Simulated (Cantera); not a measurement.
Input: 1 mol Si, 1.8 mol CO2, 200 mol H2, equilibrated at 1600 K and 0.660 bar.

Cantera equilibrium calculation (NASA polynomials, part measured and part estimated; ideal gas, pure solids and liquids). The tables hold silica as quartz up to 1696 K and as liquid above; real silica turns to tridymite and cristobalite and melts near 1996 K. Rates play no part.

```
species                before     after
-------------------  --------  --------
H2                      0.990     1.000
SiO                  0.000907  0.000269
H                     6.66e-5   6.69e-5
CO                    0.00879   1.03e-5
H2O                   4.25e-5   5.62e-7
CH4                  0.000125   1.13e-5
SiO2(β-quartz), mol     0.817         0
Si(s), mol                  0     0.921
SiC(s), mol                 0    0.0237
```
Gas species are given as mole fractions.

Q: Which change was made?
A. temperature from 1600 K to 1398 K
B. CO2 from 1.8 to 0.028 mol
C. pressure from 0.660 bar to 0.00133 bar
D. temperature from 1600 K to 1250 K

A: B, CO2 from 1.8 to 0.028 mol. Mutual solubility and eutectic melting of coexisting phases are not modelled
